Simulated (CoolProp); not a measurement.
A simple Rankine cycle with isobutane: condensing at 333.15 K, boiler at 2.18 MPa, turbine inlet 380.3 K, turbine efficiency 0.7, pump efficiency 0.7, no recuperator. Each further row changes one setting.

The numbers come from the reference Helmholtz-energy equation of state, Bücker 2006 in CoolProp.

```json
[
 {"case": "as stated", "thermal efficiency (%)": "6.3", "net work (kJ/kg)": "21.1", "heat in (kJ/kg)": "335", "turbine exit temperature (K)": "346.8", "volume ratio over the turbine": "2.99"},
 {"case": "turbine inlet 400.3 K", "thermal efficiency (%)": "6.3", "net work (kJ/kg)": "24.7", "heat in (kJ/kg)": "391", "turbine exit temperature (K)": "371.4", "volume ratio over the turbine": "2.80"},
 {"case": "condensing temperature 325.15 K", "thermal efficiency (%)": "7.4", "net work (kJ/kg)": "26.2", "heat in (kJ/kg)": "356", "turbine exit temperature (K)": "341.7", "volume ratio over the turbine": "3.67"},
 {"case": "boiler pressure 1.53 MPa", "thermal efficiency (%)": "4.2", "net work (kJ/kg)": "15.4", "heat in (kJ/kg)": "365", "turbine exit temperature (K)": "363.4", "volume ratio over the turbine": "1.86"},
 {"case": "turbine efficiency 0.6", "thermal efficiency (%)": "5.2", "net work (kJ/kg)": "17.5", "heat in (kJ/kg)": "335", "turbine exit temperature (K)": "348.5", "volume ratio over the turbine": "3.02"}
]
```
